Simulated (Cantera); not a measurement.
Input (Python, Cantera) and output of one run.

```python
import numpy as np
import cantera as ct

gas_names = [...]  # 87 gases of nasa_gas.yaml made of C, H, Si
cond_names = """
    C(gr) C6H6(L) C7H8(L) C8H18(L),n-octa Si(cr) Si(L) SiC(b)
""".split()


# ... load() reads the species with a 1 bar reference pressure and builds the phases ...
atoms = {
    'Si(CH3)4': {'Si': 1, 'C': 4, 'H': 12},
    'C3H8': {'C': 3, 'H': 8},
    'H2': {'H': 2},
}
top_T = {'C(gr)': 4500, 'SiC(b)': 3050}  # K; cautious upper limits of use, not melting points


# ... equilibrate(T, P, feed) seeds the gas with the atoms and calls Mixture.equilibrate('TP', solver="vcs", rtol=1e-11, max_steps=5000) ...
results = []
feed = {'Si(CH3)4': 1, 'C3H8': 0.056, 'H2': 1.1}  # mol
T = 1350  # K
P = 120  # Pa
mix = equilibrate(T, P, feed)
results.append((T, P, feed, dict(zip(mix.species_names, mix.species_moles))))
print(gas.report(threshold=0.001))
for i in range(1, mix.n_phases):
    print(f"{mix.phase(i).name:16s} {mix.phase_moles(i):12.5e} mol")
```

Output:

```
       temperature   1350 K
          pressure   120 Pa
           density   2.1553e-05 kg/m^3
  mean mol. weight   2.0161 kg/kmol
   phase of matter   gas

                          1 kg             1 kmol
                     ---------------   ---------------
          enthalpy        1.5644e+07         3.154e+07  J
   internal energy        1.0077e+07        2.0315e+07  J
           entropy         1.148e+05        2.3144e+05  J/K
    Gibbs function       -1.3933e+08       -2.8091e+08  J
 heat capacity c_p             15744             31741  J/K
 heat capacity c_v             11620             23426  J/K

                      mass frac. Y      mole frac. X     chem. pot. / RT
                     ---------------   ---------------   ---------------
                H2           0.99989           0.99992           -25.027
     [  +86 minor]        0.00010555        7.6963e-05

C(gr)             3.16793e+00 mol
Si(cr)            0.00000e+00 mol
SiC(b)            1.00000e+00 mol
```

Cantera equilibrium calculation (NASA polynomials, part measured and part estimated; ideal gas, pure solids and liquids).
